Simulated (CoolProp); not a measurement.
Saturation properties of methane.

The numbers come from the reference Helmholtz-energy equation of state, Setzmann 1991 in CoolProp.

| T (K) | p (MPa) | liquid density (kg/m³) | enthalpy of vaporisation (kJ/kg) | surface tension (mN/m) | liquid viscosity (µPa s) | liquid conductivity (mW/(m K)) |
|---|---|---|---|---|---|---|
| 98.1 | 0.02808 | 441.5 | [?] | 15.6 | 164 | 202 |
| 102.4 | 0.04387 | 435.6 | 526.7 | 14.7 | 146 | [?] |
| 106.6 | 0.06536 | [?] | 519.7 | 13.9 | 131 | 191 |
| 110.9 | 0.09508 | 423.5 | 512.2 | 13.1 | 119 | 185 |
| 115.2 | 0.1343 | 417.2 | 504.2 | 12.2 | 108 | 179 |
| 119.5 | 0.1847 | 410.7 | 495.6 | 11.4 | 99.1 | 173 |
| 123.7 | 0.2467 | [?] | [?] | 10.6 | 91.3 | 167 |
| 128 | 0.3251 | 397.3 | 476.9 | 9.78 | 84.2 | [?] |
| 132.3 | 0.4207 | 390.2 | 466.3 | 8.98 | 77.9 | 155 |

Question: Complete the blanks.

Answer: 
- 98.1, enthalpy of vaporisation (kJ/kg): 533.4
- 102.4, liquid conductivity (mW/(m K)): 196
- 106.6, liquid density (kg/m³): 429.7
- 123.7, liquid density (kg/m³): 404.2
- 123.7, enthalpy of vaporisation (kJ/kg): 486.7
- 128, liquid conductivity (mW/(m K)): 161

It boils at 111.7 K under 1 atm.

Viscosity comes from a separate model (Quiñones-Cisneros 2006). Thermal conductivity comes from a separate model (Friend 1989). Surface tension comes from a separate correlation (Mulero 2012).
